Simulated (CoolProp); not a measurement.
A simple Rankine cycle with ammonia: condensing at 302.15 K, boiler at 7.73 MPa, turbine inlet 534.2 K, turbine efficiency 0.65, pump efficiency 0.7, no recuperator. Each further row changes one setting.

The numbers come from the reference Helmholtz-energy equation of state, Gao 2020 in CoolProp.

| case | thermal efficiency (%) | net work (kJ/kg) | heat in (kJ/kg) | turbine exit temperature (K) | volume ratio over the turbine |
|---|---|---|---|---|---|
| as stated | 13.9 | 230 | 1650 | ? | 5.47 |
| turbine inlet 554.2 K | 14.2 | ? | 1710 | 422.4 | 5.47 |
| condensing temperature 294.15 K | 15.1 | 254 | 1690 | 390.7 | ? |
| boiler pressure 5.41 MPa | 12.1 | ? | 1680 | 428.7 | 3.97 |
| turbine efficiency 0.55 | 11.6 | 192 | 1650 | 418.8 | 5.70 |

### Question
Fill in the missing entries.

### Answer

- as stated, turbine exit temperature (K): 403.5
- turbine inlet 554.2 K, net work (kJ/kg): 243
- condensing temperature 294.15 K, volume ratio over the turbine: 6.80
- boiler pressure 5.41 MPa, net work (kJ/kg): 203
